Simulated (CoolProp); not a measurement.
Vapour pressure (MPa) of methane: the reference equation beside estimates from Tc = 190.6 K, pc = 4.599 MPa, ω = 0.011. Clausius-Clapeyron is anchored at 108.3 K with a constant enthalpy of vaporisation of 8.291 kJ/mol.

Model: reference Helmholtz-energy equation of state, Setzmann 1991, in CoolProp.

```tsv
T (K)	reference	Lee-Kesler	Clausius-Clapeyron	van der Waals	Redlich-Kwong	Soave-Redlich-Kwong
101.2	0.03890	0.03788	0.03988	0.1901	0.02306	0.03698
108.3	0.07608	0.07469	0.07608	0.2900	0.05202	0.07350
115.4	0.1364	0.1348	0.1341	0.4213	0.1037	0.1334
122.5	0.2276	0.2264	0.2212	0.5882	0.1875	0.2249
129.5	0.3564	0.3559	0.3435	0.7912	0.3116	0.3550
136.6	0.5354	0.5359	0.5126	1.040	0.4898	0.5367
143.7	0.7727	0.7742	0.7352	1.334	0.7313	0.7784
150.8	1.078	1.080	1.019	1.676	1.046	1.090
```

Absolute difference from the reference over all 8 rows, mean and median: Lee-Kesler 0.8 and 0.4 %, Clausius-Clapeyron 3.2 and 3.2 %, van der Waals 172.7 and 140.2 %, Redlich-Kwong 17.9 and 15.1 %, Soave-Redlich-Kwong 1.8 and 1.1 %.
